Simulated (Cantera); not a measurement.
An adiabatic, constant-volume homogeneous reactor starts with CH₄ : CO : O₂ : N₂ = 1 : 0.93 : 1.3 : 5.06 (molar parts), equivalence ratio 1.9, at 1175 K and 100000 Pa.

Model: GRI-Mech 3.0 (53 species, 325 reactions), integrated in Cantera.

Q: Predict: time of steepest temperature rise; temperature at 0.800 s; equilibrium temperature; x(CO) at 0.800 s; x(O₂) at 0.800 s; x(H₂O) at 0.800 s; x(NO₂) at 0.800 s.

A: 
| Property | Value |
|---|---|
| time of steepest temperature rise | 0.155 s |
| temperature at 0.800 s | 2674 K |
| equilibrium temperature | 2674 K |
| x(CO) at 0.800 s | 0.172 (gas-phase equilibrium 0.172) |
| x(O₂) at 0.800 s | 0.000172 (gas-phase equilibrium 0.000172) |
| x(H₂O) at 0.800 s | 0.131 (gas-phase equilibrium 0.131) |
| x(NO₂) at 0.800 s | 2.50e-8 (gas-phase equilibrium 2.50e-8) |
